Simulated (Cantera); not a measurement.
A closed system holds: 1 mol B, 2.1 mol H2O, equilibrated at 1075 °C and 180 Pa.

Cantera equilibrium calculation (NASA polynomials, part measured and part estimated; ideal gas, pure solids and liquids). Candidate condensed phases: B, B2O3, B3O3H3, H2O; 23 gas species. Gases not in the tables: H3BO3. Kinetics and transport are ignored.

Base state: H2 0.692, H2O 0.245, HBO2 0.0626, B2O3 0.000371, H 4.54e-5, (HBO2)3 3.65e-5, HBO 3.37e-5 (mole fractions); condensed: B2O3(l).

### Question
What changes in the equilibrium state with this change: temperature from 1075 °C to 1402 °C?

### Answer
| species | before | after |
|---|---|---|
| H2 | 0.692 | 0.573 |
| HBO2 | 0.0626 | 0.282 |
| H2O | 0.245 | 0.0909 |
| B2O3 | 0.000371 | 0.0497 |
| B2O2 | 1.93e-8 | 5.59e-5 |
| BO | 7.32e-8 | 0.000191 |
| BO2 | 8.28e-8 | 6.02e-5 |
| B2O3(l), mol | 0.431 | 0 |

### Question
What changes in the equilibrium state with this change: B replaced by B2O3?

### Answer
```
species         before     after
------------  --------  --------
H2O              0.245     0.880
HBO2            0.0626     0.119
B2O3          0.000371  0.000371
H2               0.692  0.000331
O2               <1e-9  0.000153
HBO            3.37e-5   8.51e-9
OH             2.59e-7   4.25e-5
B2O3(l), mol     0.431     0.866
```
